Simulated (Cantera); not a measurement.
A freely propagating, adiabatic, planar premixed flame of CH4 : O2 : N2 : H2O = 1 : 1.54 : 5.54 : 0.84 (molar parts), equivalence ratio 1.3, unburnt at 450 K and 0.790 bar; mixture-averaged transport, grid criteria slope 0.08 and curve 0.16, no radiation.

Model: GRI-Mech 3.0 (53 species, 325 reactions), integrated in Cantera. Burning velocities carry a grid error of a few per cent, more on coarse grids.

Problem. Predict: laminar burning velocity; thermal thickness; peak x(C2H2); peak x(H); peak x(CH2CO).

Solution. 
```json
{
 "laminar_burning_velocity": "40.9 cm/s",
 "thermal_thickness": "0.755 mm",
 "peak x(C2H2)": "0.000980",
 "peak x(H)": "0.00590",
 "peak x(CH2CO)": "0.000241"
}
```
